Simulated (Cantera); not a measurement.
Input: 1 mol c-C4F8, 0.16 mol HCl, held at 0.00270 bar.

Cantera equilibrium calculation (NASA polynomials, part measured and part estimated; ideal gas, pure solids and liquids). Candidate condensed phases: C, C6H6, C7H8, C8H18; 135 gas species. Ions and electrons are included (thermal ionisation). The feed counts by its element totals alone. The numbers say what is thermodynamically allowed, not how fast it happens.

x: gas mole fraction; nothing condenses.

| T (K) | x F | x C | x C3 | x CF | x C2 | x Cl | x HF | x H |
|---|---|---|---|---|---|---|---|---|
| 3000 | 0.747 | 0.0177 | 0.0976 | 0.0817 | 0.0105 | 0.0172 | 0.0160 | 0.00122 |
| 3250 | 0.745 | 0.0656 | 0.0795 | 0.0541 | 0.0218 | 0.0162 | 0.0109 | 0.00527 |
| 3500 | 0.706 | 0.168 | 0.0384 | 0.0299 | 0.0282 | 0.0148 | 0.00426 | 0.0105 |
| 3750 | 0.666 | … | … | … | … | 0.0136 | … | 0.0124 |
| 4000 | 0.653 | 0.308 | 0.000747 | 0.00460 | 0.00686 | 0.0132 | 0.000366 | 0.0128 |
| 4250 | 0.650 | 0.319 | … | … | … | 0.0130 | … | 0.0129 |
| 4500 | 0.650 | 0.322 | 9.59e-6 | 0.000731 | 0.000966 | 0.0130 | 4.96e-5 | 0.0130 |
| 4750 | 0.649 | 0.323 | 1.46e-6 | 0.000332 | 0.000410 | 0.0130 | 2.13e-5 | 0.0130 |
| 5000 | 0.649 | 0.323 | 2.67e-7 | 0.000162 | 0.000188 | 0.0130 | 9.91e-6 | 0.0130 |

Q: What belongs in the gaps?

A: 
- 3750, x C: 0.269
- 3750, x C3: 0.00734
- 3750, x CF: 0.0126
- 3750, x C2: 0.0179
- 3750, x HF: 0.00120
- 4250, x C3: 7.69e-5
- 4250, x CF: 0.00175
- 4250, x C2: 0.00248
- 4250, x HF: 0.000127
